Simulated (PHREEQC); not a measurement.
A solution holds 0.0068 mol CsOH, 0.0034 mol Na2SiO3 and 0.017 mol Na2CO3 per kg of water, at 25 °C. Closed to the air; pH follows from the charge balance.

The numbers come from PHREEQC with the ion-association model, wateq4f.dat.

```json
{
 "pH": "11.91",
 "ionic_strength": "0.0568 mol/kgw",
 "total_alkalinity": "47.6 meq/kg"
}
```

| species | molality | activity | log γ |
|---|---|---|---|
| Na+ | 0.0368 | 0.0301 | -0.088 |
| CO3-2 | 0.0128 | 0.00584 | -0.342 |
| OH- | 0.0101 | 0.00812 | -0.095 |
| Cs+ | 0.00680 | 0.00553 | -0.089 |
| NaCO3- | 0.00398 | 0.00327 | -0.085 |
| H3SiO4- | 0.00308 | 0.00249 | -0.093 |

This is a speciation only: nothing precipitates in the calculation.
